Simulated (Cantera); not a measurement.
Adiabatic ignition

An adiabatic, constant-volume homogeneous reactor starts with CH4 : C2H6 : O2 : N2 = 1 : 0.15 : 1.33 : 5 (molar parts), at 1350 K and 10.0 bar.

Cantera simulation using GRI-Mech 3.0 (53 species, 325 reactions); the numbers are that mechanism's predictions, not measurements.

```
t (s)     T (K)  P (bar)    x CH4  x C2H6     x O2    x C2H4     x OH     x CO2
--------  -----  -------  -------  ------  -------  --------  -------  --------
7.00e-6    1350    10.00    0.134  0.0200    0.178   6.31e-6  2.08e-8  7.37e-10
1.67e-5    1350    10.00    0.134  0.0200    0.178   4.09e-5  9.88e-8   1.11e-8
3.99e-5    1351     10.0    0.133  0.0197    0.177  0.000329  5.02e-7   2.29e-7
9.51e-5    1373     10.2    0.130  0.0176    0.174   0.00270  2.35e-6   7.38e-6
0.000227   2805     24.4  1.70e-9  <1e-12  1.90e-5    <1e-12  0.00172    0.0179
0.000542   2806     24.4  1.69e-9  <1e-12  1.91e-5    <1e-12  0.00173    0.0179
0.00129    2806     24.4  1.68e-9  <1e-12  1.91e-5    <1e-12  0.00173    0.0179
0.00308    2806     24.4  1.68e-9  <1e-12  1.91e-5    <1e-12  0.00173    0.0179
0.00736    2806     24.4  1.68e-9  <1e-12  1.91e-5    <1e-12  0.00173    0.0179
0.0176     2806     24.4  1.68e-9  <1e-12  1.91e-5    <1e-12  0.00173    0.0179
0.0419     2806     24.4  1.68e-9  <1e-12  1.91e-5    <1e-12  0.00173    0.0179
0.100      2806     24.4  1.68e-9  <1e-12  1.91e-5    <1e-12  0.00173    0.0179
```
x: mole fraction; the columns are a selection and need not sum to one.

```
Item                                                                Result
---------------------------------  ---------------------------------------
time of steepest temperature rise                                 0.157 ms
temperature at 0.100 s                                              2806 K
equilibrium temperature                                             2806 K
x(CH4) at 0.100 s                  1.68e-9 (gas-phase equilibrium 1.88e-9)
x(C2H6) at 0.100 s                   <1e-12 (gas-phase equilibrium <1e-12)
x(O2) at 0.100 s                   1.91e-5 (gas-phase equilibrium 1.91e-5)
```
